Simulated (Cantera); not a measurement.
What does this Cantera script print?

```python
import numpy as np
import cantera as ct

gas_names = """
    C CN CO CO2 C2 CCN CNC C2N2 C2O C3 C3O2 C4 C4N2 C5 N NCO NO NO2 NO3 N2 N2O O O2 O3 Si SiC SiC2 SiN
    SiO SiO2 Si2 Si2C Si2N Si3
""".split()
cond_names = """
    C(gr) Si(cr) Si(L) SiC(b) SiO2(Lqz) SiO2(hqz) SiO2(L) Si2N2O(s) Si3N4(a)
""".split()


# ... load() reads the species with a 1 bar reference pressure and builds the phases ...
atoms = {
    'SiC': {'Si': 1, 'C': 1},
    'N2O': {'N': 2, 'O': 1},
    'N2': {'N': 2},
}
top_T = {'C(gr)': 4500, 'SiC(b)': 3050, 'Si2N2O(s)': 2100, 'Si3N4(a)': 2400}  # K; cautious upper limits of use, not melting points


# ... equilibrate(T, P, feed) seeds the gas with the atoms and calls Mixture.equilibrate('TP', solver="vcs", rtol=1e-11, max_steps=5000) ...
results = []
T = 1623  # K
P = 8700  # Pa
for m in [45, 55, 68, 83, 100, 120, 150, 190, 230]:
    feed = {'SiC': 1, 'N2O': 0.17, 'N2': m}  # mol
    mix = equilibrate(T, P, feed)
    results.append((T, P, feed, dict(zip(mix.species_names, mix.species_moles))))

top = {s: max(r[3][s] / sum(r[3][g] for g in gas_names) for r in results) for s in gas_names}
cols = sorted((s for s in top if top[s] > 1e-05), key=lambda s: -top[s])[:7]
seen = [c for c in cond_names if any(r[3].get(c, 0) > 1e-12 for r in results)]
print("log10 of partial pressures in bar; condensed amounts in mol")
print(f"{'n(N2)':>10s}" + "".join(f"{s[:9]:>10s}" for s in cols + seen))
for T, P, feed, n in results:
    ng = sum(n[g] for g in gas_names)
    print(f"{feed['N2']:10.4g}" + "".join(f"{np.log10(max(n[s] / ng * P / 1e5, 1e-99)):10.3f}" for s in cols)
          + "".join(f"{n.get(c, 0):10.4g}" for c in seen))
```

It prints:

```
log10 of partial pressures in bar; condensed amounts in mol
     n(N2)        N2        CO       SiO    SiC(b) Si2N2O(s)  Si3N4(a)
        45    -1.062    -3.663    -5.531    0.8872   0.05564         0
        55    -1.061    -3.751    -5.560    0.8872    0.0555         0
        68    -1.061    -3.843    -5.591    0.8873   0.05532         0
        83    -1.061    -3.929    -5.620    0.8874   0.05513         0
       100    -1.061    -3.959    -5.630    0.8735   0.04079   0.01408
       120    -1.061    -3.959    -5.630    0.8482     0.015    0.0395
       150    -1.061    -4.016    -5.686    0.8336         0   0.05429
       190    -1.061    -4.118    -5.789    0.8336         0   0.05429
       230    -1.061    -4.201    -5.872    0.8336         0   0.05429
```

These are equilibrium values from Cantera (NASA tables, ideal gas, pure condensed phases), not measurements of a reactor. Mutual solubility and eutectic melting of coexisting phases are not modelled.
